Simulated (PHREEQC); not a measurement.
## Metal-bearing waste water: speciation

Dissolve 0.25 mol NiSO4, 0.00035 mol ZnCl2, 0.00341 mol NaH2PO4 and 0.18 mol NaCl per kg of water at 25 °C. Closed to the air; pH follows from the charge balance.

All values are PHREEQC results (ion-association model, wateq4f.dat), not measurements.

This is a speciation only: nothing precipitates in the calculation.

Problem. Predict the pH.

Solution. pH 4.89.

Problem. In which forms is Zn present?

Solution. Zn+2 37 %, ZnSO4 36 %, Zn(SO4)2-2 23 %, ZnCl+ 3.7 % of the Zn.

The solution is supersaturated, for example in Ni3(PO4)2, so a real one may precipitate; this is no full list. Species that the database lacks are ignored. H3PO4, which wateq4f.dat lacks, is added to it with the constant of phreeqc.dat. The database has no phosphate complexes of Zn, Ni.
